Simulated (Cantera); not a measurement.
## Equilibrium for nitride etching: BN + H2 + F2

A closed system holds: 1 mol BN, a varied amount of H2, 17 mol F2, held at 1473 K and 0.0760 bar.

Equilibrium computed with Cantera from the NASA thermochemical tables; the gas is ideal and each condensed phase is pure. Candidate condensed phases: B, BN; 31 gas species. Equilibrium is a limit: real reactors are often held back by kinetics, nucleation or transport.

```tsv
n(H2) (mol)	x H2	x HF	x BF3	x N2
72	0.635	0.348	0.0112	0.00562
190	0.843	0.150	0.00481	0.00242
310	0.901	0.0948	0.00304	0.00153
430	0.927	0.0694	0.00221	0.00112
550	0.943	0.0547	0.00174	0.000882
670	0.953	0.0451	0.00143	0.000728
790	0.960	0.0384	0.00122	0.000620
910	0.965	0.0335	0.00106	0.000539
```
x: gas mole fraction; nothing condenses.

From 72 mol H2 to 910 mol H2 nothing is condensed. The main B-bearing gas is BF3 throughout.
